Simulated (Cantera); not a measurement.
## Equilibrium for silicon oxide and oxynitride deposition: Si2H6 + N2O + CO2

Feed: 1 mol Si2H6, 0.55 mol N2O, 15 mol CO2, at 100 Torr.

Equilibrium computed with Cantera from the NASA thermochemical tables; the gas is ideal and each condensed phase is pure. Candidate condensed phases: C, C6H6, C7H8, C8H18, H2O, Si, SiC, SiO2, Si2N2O, Si3N4; 151 gas species. The feed counts by its element totals alone. The tables hold silica as quartz up to 1696 K and as liquid above; real silica turns to tridymite and cristobalite and melts near 1996 K. Gases not in the tables: Si(OH)4. Rates play no part.

| T (K) | x CO2 | x CO | x H2O | x H2 | x N2 | x CH4 | x H | x NH3 | n C(graphite) | n SiO2(α-quartz) | n SiO2(β-quartz) |
|---|---|---|---|---|---|---|---|---|---|---|---|
| 548 | 0.773 | 0.000609 | 0.178 | 0.00835 | 0.0357 | 0.00420 | <1e-12 | 2.11e-6 | 3.03 | 2.00 | 0 |
| 648 | 0.767 | 0.0114 | 0.147 | 0.0350 | 0.0351 | 0.00446 | <1e-12 | 3.16e-6 | 2.72 | 2.00 | 0 |
| 748 | 0.698 | 0.0934 | 0.0946 | 0.0788 | 0.0328 | 0.00274 | <1e-12 | 2.79e-6 | 1.69 | 2.00 | 0 |
| 848 | 0.556 | 0.253 | 0.0671 | 0.0942 | 0.0297 | 0.000265 | 1.60e-11 | 1.25e-6 | 0 | 0 | 2.00 |
| 948 | 0.538 | 0.271 | 0.0847 | 0.0770 | 0.0296 | 4.32e-6 | 3.99e-10 | 4.11e-7 | 0 | 0 | 2.00 |
| 1048 | 0.524 | 0.284 | 0.0984 | 0.0633 | 0.0296 | 1.42e-7 | 5.32e-9 | 1.57e-7 | 0 | 0 | 2.00 |
| 1148 | 0.514 | 0.295 | 0.109 | 0.0529 | 0.0296 | 8.14e-9 | 4.51e-8 | 6.87e-8 | 0 | 0 | 2.00 |
| 1248 | 0.506 | 0.303 | 0.117 | 0.0449 | 0.0296 | 7.16e-10 | 2.71e-7 | 3.37e-8 | 0 | 0 | 2.00 |
| 1348 | 0.500 | 0.309 | 0.123 | 0.0388 | 0.0296 | 8.89e-11 | 1.25e-6 | 1.81e-8 | 0 | 0 | 2.00 |
| 1448 | 0.495 | 0.314 | 0.128 | 0.0341 | 0.0296 | 1.47e-11 | 4.66e-6 | 1.05e-8 | 0 | 0 | 2.00 |
| 1548 | 0.491 | 0.317 | 0.131 | 0.0304 | 0.0296 | 3.04e-12 | 1.47e-5 | 6.55e-9 | 0 | 0 | 2.00 |
x: gas mole fraction; n: condensed amount in mol.

From 548 K to 748 K the condensed part is C(graphite) + SiO2(α-quartz). From 848 K to 1548 K the condensed part is SiO2(β-quartz).
